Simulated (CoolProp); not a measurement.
R236EA along the isotherm 248 K: fugacity coefficient from the reference equation and from simpler models built on Tc = 412.4 K, pc = 3.414 MPa, ω = 0.368; each cubic takes its own stable root.

Model: reference Helmholtz-energy equation of state, Rui 2013, in CoolProp.

```csv
p (MPa),phase,reference
0.0162,gas,0.9896
0.0238,liquid,0.9582
0.0349,liquid,0.6538
0.0512,liquid,0.4460
0.0752,liquid,0.3040
0.11,liquid,0.2082
0.162,liquid,0.1417
0.238,liquid,0.09678
0.349,liquid,0.06634
0.512,liquid,0.04557
0.752,liquid,0.03138
1.1,liquid,0.02180
1.62,liquid,0.01517
2.38,liquid,0.01070
```

Question: How far does each simpler model (van der Waals, Redlich-Kwong, Soave-Redlich-Kwong, Peng-Robinson) lie from the reference over these 14 states: mean and median of the absolute difference, and the worst?

Answer: 
- van der Waals: mean 638.3 %, median 718.9 %, worst +1172.0 % at 248 K and 2.38 MPa
- Redlich-Kwong: mean 159.2 %, median 204.3 %, worst +208.8 % at 248 K and 2.38 MPa
- Soave-Redlich-Kwong: mean 0.2 %, median 0.1 %, worst +0.9 % at 248 K and 2.38 MPa
- Peng-Robinson: mean 2.6 %, median 2.8 %, worst +2.8 % at 248 K and 0.0238 MPa

At some of these states van der Waals, Redlich-Kwong gives the other phase, because its saturation line lies elsewhere.
